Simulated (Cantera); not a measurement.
Hydrocarbon pyrolysis for carbon deposition

An isothermal, constant-pressure homogeneous reactor starts with C2H6 : N2 = 1 : 6 (molar parts), at 1598 K and 0.0267 bar.

Cantera simulation using GRI-Mech 3.0 (53 species, 325 reactions); the numbers are that mechanism's predictions, not measurements. GRI-Mech 3.0 stops at C3 and has no aromatics, soot or wall deposition, so with more carbon than oxygen in the feed, carbon stays in small species such as C2H2 where larger ones or solid carbon would form. Radical loss at walls, strong at low pressure, is not modelled.

```tsv
t (s)	x C2H6	x CH2	x CH3	x C2H4	x C2H2	x HCN
2.00e-5	0.142	1.94e-7	0.00212	1.48e-5	6.42e-10	<1e-12
4.78e-5	0.139	1.87e-6	0.00478	0.000204	4.38e-8	9.66e-11
0.000114	0.132	9.42e-6	0.00987	0.00260	6.00e-6	1.39e-8
0.000274	0.105	2.29e-5	0.0179	0.0178	0.000390	1.66e-7
0.000654	0.0485	2.93e-5	0.0192	0.0513	0.00648	5.49e-7
0.00156	0.00694	1.63e-5	0.00847	0.0574	0.0317	1.03e-6
0.00374	0.000484	3.52e-6	0.00248	0.0353	0.0590	1.22e-6
0.00894	7.51e-5	7.89e-7	0.00100	0.0196	0.0748	1.24e-6
0.0214	2.35e-5	2.57e-7	0.000538	0.00918	0.0848	1.24e-6
0.0511	1.27e-5	1.43e-7	0.000389	0.00277	0.0911	1.24e-6
0.122	1.12e-5	1.36e-7	0.000369	0.000530	0.0940	1.25e-6
0.292	9.36e-6	1.31e-7	0.000340	0.000342	0.0961	1.27e-6
0.699	6.01e-6	1.14e-7	0.000277	0.000235	0.0995	1.33e-6
1.67	2.61e-6	8.70e-8	0.000188	0.000136	0.104	1.46e-6
4.00	6.73e-7	5.40e-8	9.93e-5	8.61e-5	0.108	1.71e-6
```
x: mole fraction; the columns are a selection and need not sum to one.

Equilibrium at this temperature and pressure: C2H6 1.00e-9, CH2 1.96e-9, CH3 3.03e-6, C2H4 3.96e-5, C2H2 0.0596, HCN 0.103 (gas phase only).
